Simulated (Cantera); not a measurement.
Input: 1 mol Si, 2 mol HCl, 4.3 mol H₂, equilibrated at 1275 K and 75.0 Torr.

Cantera equilibrium calculation (NASA polynomials, part measured and part estimated; ideal gas, pure solids and liquids). Candidate condensed phases: Si; 19 gas species. The tables' values for SiCl₃ are old estimates; treat these amounts as uncertain. Equilibrium is a limit: real reactors are often held back by kinetics, nucleation or transport.

Base state: H₂ 0.831, HCl 0.0901, SiCl₄ 0.0309, SiCl₂ 0.0253, SiHCl₃ 0.0115, SiCl₃ 0.0110, SiH₂Cl₂ 0.000592 (mole fractions); condensed: Si(s).

### Question
What changes in the equilibrium state with this change: temperature from 1275 K to 1198.15 K?

### Answer
```csv
species,before,after
H₂,0.831,0.854
HCl,0.0901,0.0656
SiCl₄,0.0309,0.0444
SiCl₂,0.0253,0.0119
SiCl₃,0.0110,0.00771
SiHCl₃,0.0115,0.0156
SiH₂Cl₂,0.000592,0.000713
"Si(s), mol",0.524,0.525
```
